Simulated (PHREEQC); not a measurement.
Dissolve 0.73 mol HF, 0.57 mol Na2CO3 and 0.25 mol H2SO4 per kg of water at 25 °C. It is in equilibrium with CO2 at log p = -3.5 (atm). Otherwise closed; pH follows from the charge balance.

The numbers come from PHREEQC with the ion-association model, phreeqc.dat.

This is a speciation only: nothing precipitates in the calculation.

Task: Estimate the pH, density.

Result: pH 4.01; density 1.054 g/cm³.

Task: In which forms is F present?

Result: F- 68 %, HF2- 16 %, NaF 12 %, HF 4.5 % of the F.

The ionic strength is past about 0.7 mol/kgw, beyond the range of this activity model, so the values are rough.
